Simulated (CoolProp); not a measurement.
The numbers come from the reference Helmholtz-energy equation of state, Thol 2018 in CoolProp.

**Question.** Give the vapour pressure (MPa), liquid density (kg/m³), vapour density (kg/m³) of saturated hydrogen chloride at 4.55, 9.05 °C.

**Answer.** 
| T (°C) | p (MPa) | liquid density (kg/m³) | vapour density (kg/m³) |
|---|---|---|---|
| 4.55 | 2.91 | 909 | 63.4 |
| 9.05 | 3.26 | 890 | 72.1 |
